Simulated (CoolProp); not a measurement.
Saturation properties of C3F8 (R218) (Tc = 345.0 K, pc = 2.640 MPa, ω = 0.317).

The numbers come from the reference Helmholtz-energy equation of state, Lemmon 2006 in CoolProp. It is a short technical equation, of lower accuracy than the large ones.

| T (K) | p (MPa) | liquid density (kg/m³) | liquid cp (kJ/(kg K)) | liquid viscosity (µPa s) | vapour viscosity (µPa s) | liquid conductivity (mW/(m K)) |
|---|---|---|---|---|---|---|
| 274.6 | 0.4344 | 1448 | 1.077 | 240 | 10.6 | 51.6 |
| 280.2 | 0.5178 | 1420 | 1.097 | 220 | 11.1 | 50.0 |
| 285.9 | 0.6146 | 1391 | 1.118 | 202 | 11.6 | 48.5 |
| 291.5 | 0.7221 | 1361 | 1.142 | 185 | 12.1 | 47.0 |
| 297.1 | 0.8432 | 1330 | 1.170 | 170 | 12.6 | 45.6 |
| 302.7 | 0.9788 | 1296 | 1.202 | 155 | 13.2 | 44.1 |
| 308.3 | 1.130 | 1259 | 1.242 | 142 | 13.7 | 42.7 |
| 314 | 1.302 | 1219 | 1.293 | 128 | 14.4 | 41.3 |

It boils at 236.4 K under 1 atm.

Viscosity comes from a separate model (Huber 2003), an estimate that may be off by 10 % or more. Thermal conductivity comes from a separate model (Huber 2003), an estimate that may be off by 10 % or more.
